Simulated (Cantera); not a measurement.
Cantera run, input and output.

```python
import numpy as np
import cantera as ct

surf = ct.Interface("diamond.yaml", "diamond_100")
gas, bulk = surf.adjacent["gas"], surf.adjacent["diamond"]
k = surf.kinetics_species_index(bulk.species_names[0])
cover = ["c6HH", "c6H*", "c6*H", "c6**", "c6HM", "c6B"]

rows, drift = [], 0.0
print(f"{'xH':>10s}{'um/h':>11s}" + "".join(f"{s:>11s}" for s in cover))
for v in [0.0001, 0.00021, 0.00045, 0.00095, 0.002, 0.0043, 0.009, 0.019, 0.04]:
    T, P, xH, xCH3 = 1125, 21000, v, 3.8e-05
    gas.TPX = T, P, {"H": xH, "CH3": xCH3, "CH4": 0.016, "H2": 1 - xH - xCH3 - 0.016}
    surf.TP = bulk.TP = T, P
    surf.coverages = "c6H*:0.1, c6HH:0.9"
    surf.advance_coverages(100.0)
    before = surf.coverages
    surf.advance_coverages(100.0)
    drift = max(drift, np.max(np.abs(surf.coverages - before) / (surf.coverages + 1e-9)))
    rate = surf.net_production_rates[k] * bulk.mean_molecular_weight / bulk.density * 3.6e9
    rows.append([rate, *surf[cover].coverages])
    print(f"{v:10.4g}{rate:11.4e}" + "".join(f"{x:11.3e}" for x in rows[-1][1:]))
```

Output:

```
        xH       um/h       c6HH       c6H*       c6*H       c6**       c6HM        c6B
    0.0001 5.4309e-01  5.945e-01  2.413e-02  3.612e-01  5.480e-03  8.980e-03  1.474e-09
   0.00021 1.1912e+00  5.441e-01  2.698e-02  4.038e-01  9.493e-03  9.690e-03  3.232e-09
   0.00045 2.2746e+00  5.151e-01  2.863e-02  4.283e-01  1.373e-02  8.911e-03  6.172e-09
   0.00095 3.6127e+00  5.013e-01  2.953e-02  4.414e-01  1.700e-02  6.852e-03  9.803e-09
     0.002 4.8746e+00  4.952e-01  3.006e-02  4.486e-01  1.911e-02  4.449e-03  1.323e-08
    0.0043 5.8226e+00  4.927e-01  3.044e-02  4.526e-01  2.033e-02  2.489e-03  1.580e-08
     0.009 6.3797e+00  4.917e-01  3.079e-02  4.545e-01  2.098e-02  1.307e-03  1.731e-08
     0.019 6.6977e+00  4.913e-01  3.132e-02  4.550e-01  2.138e-02  6.509e-04  1.817e-08
      0.04 6.8881e+00  4.910e-01  3.230e-02  4.545e-01  2.173e-02  3.181e-04  1.869e-08
```

Model: the Harris–Goodwin 1993 mechanism for the reconstructed diamond (100) surface, integrated in Cantera.
